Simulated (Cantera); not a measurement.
**Cu2O + H2 (hydrogen reduction and annealing atmospheres)**

Feed: 1 mol Cu2O, 8.2 mol H2, held at 1473.15 K.

Method: chemical equilibrium by Gibbs-energy minimisation in Cantera with the NASA 1993 tables (ideal gas, pure condensed phases). Candidate condensed phases: Cu, CuO, Cu(OH)2, Cu2O, H2O; 12 gas species. The numbers say what is thermodynamically allowed, not how fast it happens.

| P (Pa) | log p H2 | log p H2O | log p Cu | log p H | log p Cu2 | log p OH | log p O | n Cu(l) |
|---|---|---|---|---|---|---|---|---|
| 10 | -4.08 | -4.94 | -5.28 | -6.94 | -8.77 | -9.38 | -12.29 | 1.55 |
| 68 | -3.23 | -4.08 | -5.28 | -6.51 | -8.77 | -8.95 | -12.29 | 1.94 |
| 460 | -2.39 | -3.25 | -5.28 | -6.09 | -8.77 | -8.54 | -12.29 | 1.99 |
| 3200 | -1.55 | -2.41 | -5.28 | -5.67 | -8.77 | -8.11 | -12.29 | 2.00 |
| 22000 | -0.71 | -1.57 | -5.28 | -5.25 | -8.77 | -7.70 | -12.29 | 2.00 |
| 150000 | 0.12 | -0.74 | -5.28 | -4.84 | -8.77 | -7.28 | <-11 | 2.00 |
| 1000000 | 0.94 | 0.09 | -5.28 | -4.43 | -8.77 | -6.87 | <-11 | 2.00 |
log p: log10 of the partial pressure in bar; n: condensed amount in mol.

From 10.0 Pa to 10.0 bar the condensed part is Cu(l). The main Cu-bearing gas is Cu throughout.
